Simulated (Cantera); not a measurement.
## Gas-phase reforming

An isothermal, constant-pressure homogeneous reactor starts with CH4 : CO2 = 9.8 : 1.8 (molar parts), at 1900 K and 2250 Torr.

Detailed kinetics in Cantera: GRI-Mech 3.0 (53 species, 325 reactions). GRI-Mech 3.0 stops at C3 and has no aromatics, soot or wall deposition, so with more carbon than oxygen in the feed, carbon stays in small species such as C2H2 where larger ones or solid carbon would form.

```csv
t (s),x CH4,x CO2,x CH2CO,x H2O,x H,x CH2,x C2H2
1.00e-6,0.843,0.155,2.01e-12,2.99e-6,6.36e-6,1.24e-7,1.06e-8
9.17e-6,0.821,0.154,3.03e-9,5.90e-5,2.18e-5,2.29e-6,0.000106
8.41e-5,0.534,0.129,2.35e-6,0.00317,0.000150,3.01e-6,0.0485
0.000771,0.154,0.0538,2.86e-5,0.0411,0.000289,1.06e-6,0.180
0.00707,0.0301,0.00259,3.60e-5,0.0605,0.000358,4.74e-7,0.201
0.0648,0.0194,0.000363,4.10e-6,0.00636,0.000372,1.75e-7,0.167
0.595,0.0184,1.23e-7,1.05e-6,2.14e-6,0.000374,1.45e-7,0.163
5.45,0.0184,1.23e-7,1.05e-6,2.14e-6,0.000374,1.45e-7,0.163
50.0,0.0184,1.23e-7,1.05e-6,2.14e-6,0.000374,1.45e-7,0.163
```
x: mole fraction; the columns are a selection and need not sum to one.

Equilibrium at this temperature and pressure: CH4 0.0184, CO2 1.24e-7, CH2CO 1.05e-6, H2O 2.15e-6, H 0.000374, CH2 1.45e-7, C2H2 0.163 (gas phase only).
